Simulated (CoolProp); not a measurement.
Saturation properties of n-perfluoropentane.

Model: reference Helmholtz-energy equation of state, Gao 2022, in CoolProp.

```csv
T (°C),p (bar),liquid density (kg/m³),liquid cp (kJ/(kg K)),vapour Z
-81.55,0.0007697,1921,0.8513,0.9998
-69.25,0.002762,1885,0.8707,0.9995
-56.95,0.008334,1850,0.8915,0.9987
-44.65,0.02180,1815,0.9135,0.9972
-32.35,0.05063,1780,0.9363,0.9944
-20.15,0.1058,1744,0.9595,0.9899
-7.85,0.2046,1708,0.9833,0.9831
4.45,0.3684,1670,1.007,0.9736
16.75,0.6242,1632,1.031,0.9608
29.05,1.004,1591,1.056,0.9443
41.35,1.544,1549,1.081,0.9236
53.65,2.285,1504,1.107,0.8983
65.95,3.272,1456,1.134,0.8678
```

It boils at 29.3 °C under 1 atm.
